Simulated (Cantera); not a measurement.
A perfectly stirred reactor is fed with NO : N2 = 1 : 19 (molar parts), at 0.0650 bar; it is held at 1975 K, and followed from long to short residence time.

Model: GRI-Mech 3.0 (53 species, 325 reactions), integrated in Cantera.

Task: What does this change do: N2 19 to 13 parts?

Result: 
```
quantity                before     after
---------------------  -------  --------
x(NO) at τ = 2.10 s     0.0478    0.0672
x(N2) at τ = 2.10 s      0.951     0.931
x(NO2) at τ = 2.10 s   1.92e-6   3.55e-6
x(O) at τ = 2.10 s     9.37e-5  0.000124
x(N2O) at τ = 2.10 s   1.02e-6   1.98e-6
x(NO) at τ = 20.0 ms    0.0500    0.0714
x(N2) at τ = 20.0 ms     0.950     0.929
x(NO2) at τ = 20.0 ms  1.13e-7   3.20e-7
x(O) at τ = 20.0 ms    5.28e-6   1.05e-5
x(N2O) at τ = 20.0 ms  8.44e-7   1.72e-6
```

Task: What does this change do: N2 19 to 6.9 parts?

Result: 
| quantity | before | after |
|---|---|---|
| x(NO) at τ = 2.10 s | 0.0478 | 0.115 |
| x(N2) at τ = 2.10 s | 0.951 | 0.879 |
| x(NO2) at τ = 2.10 s | 1.92e-6 | 9.45e-6 |
| x(O) at τ = 2.10 s | 9.37e-5 | 0.000195 |
| x(N2O) at τ = 2.10 s | 1.02e-6 | 5.59e-6 |
| x(NO) at τ = 20.0 ms | 0.0500 | 0.127 |
| x(N2) at τ = 20.0 ms | 0.950 | 0.873 |
| x(NO2) at τ = 20.0 ms | 1.13e-7 | 1.56e-6 |
| x(O) at τ = 20.0 ms | 5.28e-6 | 3.00e-5 |
| x(N2O) at τ = 20.0 ms | 8.44e-7 | 5.36e-6 |

Task: What does this change do: 0.051 parts H2O added?

Result: 
| quantity | before | after |
|---|---|---|
| x(NO) at τ = 2.10 s | 0.0478 | 0.0464 |
| x(N2) at τ = 2.10 s | 0.951 | 0.949 |
| x(NO2) at τ = 2.10 s | 1.92e-6 | 1.90e-6 |
| x(O) at τ = 2.10 s | 9.37e-5 | 9.02e-5 |
| x(N2O) at τ = 2.10 s | 1.02e-6 | 7.18e-7 |
| x(NO) at τ = 20.0 ms | 0.0500 | 0.0499 |
| x(N2) at τ = 20.0 ms | 0.950 | 0.948 |
| x(NO2) at τ = 20.0 ms | 1.13e-7 | 5.12e-7 |
| x(O) at τ = 20.0 ms | 5.28e-6 | 1.84e-6 |
| x(N2O) at τ = 20.0 ms | 8.44e-7 | 8.25e-7 |
